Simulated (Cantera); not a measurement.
A perfectly stirred reactor is fed with CH₄ : O₂ : N₂ : H₂ = 0.0057 : 0.029 : 1 : 0.0032 (molar parts), equivalence ratio 0.45, at 720 Torr; it is held at 1275 K, and followed from long to short residence time.

Detailed kinetics in Cantera: GRI-Mech 3.0 (53 species, 325 reactions).

x: mole fraction; the columns are a selection and need not sum to one.

| τ (s) | x CH₄ | x O₂ | x C₂H₄ | x NO | x CH₂O |
|---|---|---|---|---|---|
| 17 | 9.20e-7 | 0.0154 | 5.09e-10 | 6.48e-7 | ? |
| 6.9 | 1.66e-6 | 0.0154 | 1.06e-9 | 6.72e-7 | ? |
| 2.8 | 3.00e-6 | 0.0155 | 2.06e-9 | 6.21e-7 | ? |
| 1.2 | 5.19e-6 | 0.0155 | 3.57e-9 | 5.18e-7 | ? |
| 0.48 | 9.28e-6 | 0.0155 | 5.94e-9 | 3.92e-7 | ? |
| 0.20 | 1.60e-5 | 0.0155 | 8.89e-9 | 2.95e-7 | ? |
| 0.082 | 2.73e-5 | 0.0156 | 1.25e-8 | 2.37e-7 | ? |
| 0.034 | 4.58e-5 | 0.0158 | 1.70e-8 | 2.22e-7 | ? |
| 0.014 | 7.69e-5 | 0.0160 | 2.47e-8 | 2.44e-7 | ? |
| 0.0057 | 0.000132 | 0.0165 | 4.49e-8 | 2.82e-7 | ? |
| 0.0024 | 0.000237 | 0.0171 | 1.14e-7 | 2.95e-7 | ? |

Task: Fill in the missing entries.

Result: 
- 17, x CH₂O: 4.80e-8
- 6.9, x CH₂O: 9.11e-8
- 2.8, x CH₂O: 1.73e-7
- 1.2, x CH₂O: 3.15e-7
- 0.48, x CH₂O: 5.90e-7
- 0.20, x CH₂O: 1.05e-6
- 0.082, x CH₂O: 1.83e-6
- 0.034, x CH₂O: 3.05e-6
- 0.014, x CH₂O: 4.98e-6
- 0.0057, x CH₂O: 8.16e-6
- 0.0024, x CH₂O: 1.36e-5
